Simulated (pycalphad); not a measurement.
All values are pycalphad results on the COST 507 light-alloy database (1999) (1 atm), not direct measurements. These are 1990s assessments: newer ones move some temperatures and phases. Phase fractions are per mole of atoms. Kinetics are ignored, which matters at the lower temperatures.

Question: Give the equilibrium state of Hf-15.95C (at.%) at 850 K.

Answer: HCP_A3, fraction 0.614, with 2.5 C at.%; FCC_A1, fraction 0.386, with 37.4 C at.%.

Question: Give the equilibrium state of Hf-15.95C (at.%) at 2650 K.

Answer: LIQUID, fraction 0.638, with 6.0 C at.%; FCC_A1, fraction 0.362, with 33.5 C at.%.

FCC_A1 is fcc; HCP_A3 is hcp. The fcc model also describes the rock-salt carbide or nitride (TiC, TiN, HfC).
